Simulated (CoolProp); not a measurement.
The fluid at 328.36 K and 1.75 MPa is throttled through a valve to 0.806 MPa with no heat exchange. The same conditions are run with several fluids, on thermodynamics alone (safety and materials aside).

Computed with CoolProp (reference Helmholtz-energy equation of state of each fluid (CH2F2 (R32): Tillner-Roth 1997; nitrogen: Span 2000; hydrogen sulfide: Lemmon 2006; nitrous oxide: Lemmon 2006; hydrogen chloride: Thol 2018)).

```tsv
fluid	temperature change (K)	final density (kg/m³)
CH2F2 (R32)	-18.4	17.9
nitrogen	-1.6	8.31
hydrogen sulfide	-14.0	11.1
nitrous oxide	-8.6	13.8
hydrogen chloride	-12.1	11.6
```
